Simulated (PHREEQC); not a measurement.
2.6 g of hydrous ferric oxide (600 m²/g; 0.2 weak and 0.005 strong sites per Fe, Dzombak-Morel constants, diffuse double layer) in 1 kg of water with 0.01 mol/kgw of an inert sodium salt and 0.00016 mol Na2SeO4, at 25 °C; the pH is set by adding NaOH or the inert anion's acid. O2 is buffered at 0.21 atm. No CO2 enters from the air. No solid was allowed to form.

The series has 13 steps of pH, from 3 to 11.

Equilibrium calculation in PHREEQC: ion-association model, wateq4f.dat.

Q: Near which pH is half of the Se sorbed, and on which side is more sorbed?

A: Near pH 7.2, with more sorbed at lower pH.

Species that the database lacks are ignored. The oxide is taken as insoluble; below pH 4 it would dissolve.
